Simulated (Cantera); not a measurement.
Feed: 1 mol Al2O3, 260 mol H2, equilibrated at 725 K and 10.0 Torr.

Cantera equilibrium calculation (NASA polynomials, part measured and part estimated; ideal gas, pure solids and liquids). Candidate condensed phases: Al, Al2O3, H2O; 19 gas species. Equilibrium is a limit: real reactors are often held back by kinetics, nucleation or transport.

Base state: H2 1.00 (mole fractions); condensed: Al2O3(s).

Problem. What changes in the equilibrium state with this change: 0.9 mol Cl2 added?

Solution. 
| species | before | after |
|---|---|---|
| H2 | 1.00 | 0.993 |
| HCl | 0 | 0.00690 |
| Al2O3(s), mol | 1.00 | 1.000 |
Condensed phases not in the tables: AlOCl. Further candidate phases: AlCl3.
